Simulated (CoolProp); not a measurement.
Tetradecamethylhexasiloxane (MD4M) at 383.3 K and 6.13 MPa is throttled through a valve to 0.304 MPa with no heat exchange. Each further row changes one setting.

The numbers come from the reference Helmholtz-energy equation of state, Thol 2019 in CoolProp.

| case | temperature change (K) | final density (kg/m³) |
|---|---|---|
| as stated | +2.1 | 802 |
| outlet pressure 0.0912 MPa | +2.2 | 802 |
| outlet pressure 0.395 MPa | +2.1 | 803 |
